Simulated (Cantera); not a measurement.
# SiCl4 + Cl2 + H2 (silicon epitaxy and polysilicon growth)

Feed: 1 mol SiCl4, 0.97 mol Cl2, 19 mol H2, equilibrated at 10.0 mbar.

Cantera equilibrium calculation (NASA polynomials, part measured and part estimated; ideal gas, pure solids and liquids). Candidate condensed phases: Si; 19 gas species. The tables' values for SiCl3, SiCl are old estimates; treat these amounts as uncertain. Equilibrium is a limit: real reactors are often held back by kinetics, nucleation or transport.

```tsv
T (K)	x H2	x HCl	x SiCl2	x SiCl4	x SiCl3	x SiHCl3	x H
1173	0.831	0.122	0.0106	0.0268	0.00536	0.00424	1.07e-6
1223	0.815	0.138	0.0188	0.0179	0.00651	0.00327	2.71e-6
1273	0.801	0.153	0.0272	0.0103	0.00654	0.00216	6.38e-6
1323	0.790	0.164	0.0337	0.00521	0.00567	0.00128	1.41e-5
1373	0.784	0.170	0.0381	0.00243	0.00447	0.000707	2.95e-5
1423	0.780	0.174	0.0408	0.00111	0.00337	0.000385	5.87e-5
1473	0.778	0.176	0.0424	0.000509	0.00251	0.000212	0.000112
1523	0.777	0.177	0.0433	0.000242	0.00187	0.000119	0.000204
1573	0.776	0.178	0.0439	0.000119	0.00141	6.90e-5	0.000358
```
x: gas mole fraction; nothing condenses.

From 1173 K to 1573 K nothing is condensed. The main Si-bearing gas is SiCl4 at 1173 K and SiCl2 at 1573 K.
